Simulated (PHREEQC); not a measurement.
Synthetic water in mg/kgw, 28 °C, pH 6.39, pe 10.7: Na 1.89; K 2.04; Ca 7.46; Mg 1.14; Cl 7.3; S(6) as SO4 8.26; Alkalinity as HCO3 13.9; Pb 0.872; Ba 0.0244; B 0.0137.

Valence states are taken as typed.

Computed with PHREEQC (ion-association model, phreeqc.dat).

```csv
quantity,before,after
HCO3- (mol/kgw),0.000225,0.000226
CO2 (mol/kgw),0.000192,0.000386
SO4-2 (mol/kgw),8.30e-5,8.30e-5
Pb+2 (mol/kgw),2.56e-6,2.96e-6
CaSO4 (mol/kgw),2.11e-6,2.11e-6
PbCO3 (mol/kgw),1.03e-6,5.99e-7
SI of Pb(OH)2 (Pb(OH)2),-0.92,-1.46
SI of Anglesite (PbSO4),-2.02,-1.96
```

Name the change that produced these shifts.
A) all concentrations times 3 at the same typed pH
B) Ba from 0.0244 to 0.0122 mg/kgw
C) pH from 6.39 to 6.09 at the same alkalinity
D) K from 2.04 to 6.12 mg/kgw

C, pH from 6.39 to 6.09 at the same alkalinity

This is a speciation only: nothing precipitates in the calculation.
